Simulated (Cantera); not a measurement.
A closed system holds: 1 mol PbO, 5 mol N2, 0.08 mol O2, equilibrated at 0.000150 bar.

Equilibrium computed with Cantera from the NASA thermochemical tables; the gas is ideal and each condensed phase is pure. Candidate condensed phases: Pb, PbO, PbO2, Pb3O4; 12 gas species. Kinetics and transport are ignored.

Problem. At 1225 K, list the 5 most abundant gas species with their mole fractions, and the condensed phases.

Solution. N2 0.809, PbO 0.130, Pb 0.0319, O2 0.0288, NO 8.85e-5. Condensed: gas only.
